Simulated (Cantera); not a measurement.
Charge: 1 mol SiC, 0.018 mol CO2, 21 mol H2, equilibrated at 1330 Pa.

Equilibrium computed with Cantera from the NASA thermochemical tables; the gas is ideal and each condensed phase is pure. Candidate condensed phases: C, C6H6, C7H8, C8H18, H2O, Si, SiC, SiO2; 123 gas species. Mutual solubility and eutectic melting of coexisting phases are not modelled. Kinetics and transport are ignored. All values below are at 1073 K.

Base state: H2 0.999, CH4 0.000612, CO 0.000112 (mole fractions); condensed: C(graphite) + SiC(s) + SiO2(β-quartz).

**Question.** What changes in the equilibrium state with this change: SiC replaced by Si?

**Answer.** 
```
species                before    after
-------------------  --------  -------
H2                      0.999    1.000
CH4                  0.000612  4.34e-7
CO                   0.000112  2.12e-9
C(graphite), mol       0.0196        0
SiC(s), mol             0.983   0.0180
SiO2(β-quartz), mol    0.0168   0.0180
Si(s), mol                  0    0.964
```
